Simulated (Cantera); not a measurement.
Charge: 1 mol Fe3O4, 1.5 mol CH4, 0.83 mol H2, 11 mol CO, at 2073.15 K.

Cantera equilibrium calculation (NASA polynomials, part measured and part estimated; ideal gas, pure solids and liquids). Candidate condensed phases: C, C6H6, C7H8, C8H18, Fe, Fe(CO)5, FeO, Fe(OH)2, Fe(OH)3, Fe2O3, Fe3O4, H2O; 114 gas species. Each liquid is taken as pure. Mutual solubility and eutectic melting of coexisting phases are not modelled. The tables' stoichiometric FeO is somewhat more stable than real wüstite, so its field is too wide. FeO: taken at fixed stoichiometry. The numbers say what is thermodynamically allowed, not how fast it happens.

### Question
Which condensed phases are stable at each of these points (P (Pa)): 10, 68, 460, 3200, 22000, 150000, 1000000?

### Answer
```tsv
P (Pa)	condensed phases	Fe condensed (%)
10	gas only	0.0
68	gas only	0.0
460	gas only	0.0
3200	Fe(l) + FeO(l)	85.7
22000	Fe(l) + FeO(l)	98.0
150000	Fe(l) + FeO(l)	99.7
1000000	Fe(l) + FeO(l)	99.9
```

From 10.0 Pa to 4.60 mbar nothing is condensed. From 32.0 mbar to 10.0 bar the condensed part is Fe(l) + FeO(l).
